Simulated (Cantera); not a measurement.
What does this Cantera script print?

```python
import numpy as np
import cantera as ct

gas = ct.Solution("gri30.yaml")
gas.TPX = 600, 810000, {'CH4': 1, 'CO': 0.66, 'O2': 1.79, 'N2': 6.74}
flame = ct.FreeFlame(gas, width=0.0092)
flame.set_refine_criteria(ratio=3, slope=0.08, curve=0.16)
flame.transport_model = "mixture-averaged"
flame.solve(loglevel=0, auto=True)
flame.transport_model = "multicomponent"
flame.soret_enabled = False
flame.solve(loglevel=0, refine_grid=True)
z, T = flame.grid, flame.T
thick = (T[-1] - T[0]) / np.gradient(T, z).max()
show = ['CH4', 'CO', 'O2', 'NO2', 'H2', 'CO2']
print(f"laminar burning velocity  {flame.velocity[0] * 100:.3f} cm/s")
print(f"burnt temperature         {T[-1]:.1f} K")
print(f"thermal thickness         {thick * 1e3:.4f} mm")
print(f"grid points               {len(z)}")
z0 = z[flame.heat_release_rate.argmax()]
print(f"{'z/mm':>9s}{'T/K':>9s}{'u/(m/s)':>9s}" + "".join(f"{s:>11s}" for s in show))
rows = []
for k in (-3, -2, -1.5, -1, -0.5, -0.25, 0, 0.25, 0.5, 1, 2, 4, 8):
    zz = z0 + k * thick
    rows.append([k * thick, np.interp(zz, z, T), np.interp(zz, z, flame.velocity),
                 *(np.interp(zz, z, flame.X[gas.species_index(s)]) for s in show)])
    print(f"{rows[-1][0] * 1e3:9.3f}{rows[-1][1]:9.1f}{rows[-1][2]:9.3f}" + "".join(f"{x:11.3e}" for x in rows[-1][3:]))
```

It prints:

```
laminar burning velocity  56.992 cm/s
burnt temperature         2336.9 K
thermal thickness         0.0754 mm
grid points               151
     z/mm      T/K  u/(m/s)        CH4         CO         O2        NO2         H2        CO2
   -0.226    600.7    0.572  9.791e-02  6.465e-02  1.753e-01  2.647e-09  1.898e-03  1.734e-06
   -0.151    608.4    0.581  9.716e-02  6.451e-02  1.742e-01  4.457e-08  5.068e-03  3.503e-05
   -0.113    629.6    0.603  9.565e-02  6.451e-02  1.723e-01  1.833e-07  8.382e-03  1.642e-04
   -0.075    749.7    0.724  8.829e-02  6.585e-02  1.627e-01  1.074e-06  1.432e-02  1.474e-03
   -0.038   1222.5    1.197  5.849e-02  7.523e-02  1.207e-01  1.704e-06  2.271e-02  1.160e-02
   -0.019   1633.1    1.608  3.089e-02  8.596e-02  7.832e-02  4.859e-07  2.699e-02  2.548e-02
    0.000   2010.4    1.984  7.316e-03  9.457e-02  3.368e-02  5.034e-08  2.885e-02  4.520e-02
    0.019   2180.4    2.143  6.604e-04  9.055e-02  1.029e-02  1.844e-08  2.729e-02  6.308e-02
    0.038   2232.4    2.184  4.461e-05  8.345e-02  3.417e-03  1.643e-08  2.663e-02  7.348e-02
    0.075   2273.2    2.215  4.669e-07  7.821e-02  9.585e-04  1.376e-08  2.712e-02  8.002e-02
    0.151   2305.6    2.243  1.227e-09  7.706e-02  3.450e-04  1.004e-08  2.740e-02  8.154e-02
    0.301   2325.8    2.261  5.993e-12  7.707e-02  1.173e-04  6.736e-09  2.739e-02  8.167e-02
    0.603   2334.5    2.268  3.336e-12  7.712e-02  4.677e-05  4.879e-09  2.738e-02  8.169e-02
```

Model: GRI-Mech 3.0 (53 species, 325 reactions), integrated in Cantera. Burning velocities carry a grid error of a few per cent, more on coarse grids.
